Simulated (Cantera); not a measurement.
Charge: 1 mol Si3N4, 0.82 mol H2, 0.38 mol C, equilibrated at 650000 Pa.

Cantera equilibrium calculation (NASA polynomials, part measured and part estimated; ideal gas, pure solids and liquids). Candidate condensed phases: C, C6H6, C7H8, C8H18, Si, SiC, Si3N4; 105 gas species. Mutual solubility and eutectic melting of coexisting phases are not modelled. The tables' values for SiN are old estimates; treat these amounts as uncertain. Gases not in the tables: Si2H6 and higher silanes. Equilibrium is a limit: real reactors are often held back by kinetics, nucleation or transport. All values below are at 2823 K.

Base state: N2 0.678, H2 0.256, HCN 0.0282, H 0.0176, Si 0.00618, HNC 0.00459, C2H2 (acetylene) 0.00203, Si2C 0.00183 (mole fractions); condensed: Si(l) + SiC(s).

### Question
What changes in the equilibrium state with this change: C from 0.38 to 0.037 mol?

### Answer
```csv
species,before,after
N2,0.678,0.690
H2,0.256,0.269
H,0.0176,0.0180
HCN,0.0282,0.00989
Si,0.00618,0.00618
SiC2,0.000795,9.13e-5
C2N2,6.42e-5,7.51e-6
C2H,1.82e-5,2.15e-6
"Si(l), mol",2.69,2.96
"SiC(s), mol",0.263,0
```
